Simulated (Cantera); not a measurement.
Feed: 1 mol Si2Cl6, 5 mol NH3, at 973 K and 0.110 bar.

These are equilibrium values from Cantera (NASA tables, ideal gas, pure condensed phases), not measurements of a reactor. The feed counts by its element totals alone. The tables' values for SiCl3 are old estimates; treat these amounts as uncertain. The numbers say what is thermodynamically allowed, not how fast it happens.

| species | before | after |
|---|---|---|
| H2 | 0.476 | 0.461 |
| HCl | 0.351 | 0.307 |
| N2 | 0.130 | 0.150 |
| SiCl2 | 1.99e-7 | 0.0640 |
| SiCl4 | 0.0423 | 0.00483 |
| SiCl3 | 1.71e-5 | 0.0115 |
| H | 2.25e-9 | 0.000142 |
| Cl | 1.56e-9 | 7.43e-5 |
| SiH2Cl2 | 2.56e-7 | 4.43e-5 |
| SiHCl3 | 0.000322 | 0.00113 |
| Si3N4(s), mol | 0.503 | 0.335 |
Gas species are given as mole fractions.

Problem. What was changed between the two runs?
A) pressure from 0.110 bar to 10.0 mbar
B) NH3 from 5 to 0.65 mol
C) temperature from 973 K to 1300 K
D) temperature from 973 K to 1623.15 K

Solution. D, temperature from 973 K to 1623.15 K
